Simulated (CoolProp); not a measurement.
The numbers come from the reference Helmholtz-energy equation of state, Lemmon 2006 in CoolProp. It is a short technical equation, of lower accuracy than the large ones.

**Question.** Give the vapour pressure (kPa), liquid density (kg/m³), vapour density (kg/m³) of saturated nitrous oxide at -22.45, -7.85 °C.

**Answer.** 
| T (°C) | p (kPa) | liquid density (kg/m³) | vapour density (kg/m³) |
|---|---|---|---|
| -22.45 | 1670 | 1010 | 43.3 |
| -7.85 | 2540 | 945 | 67.5 |
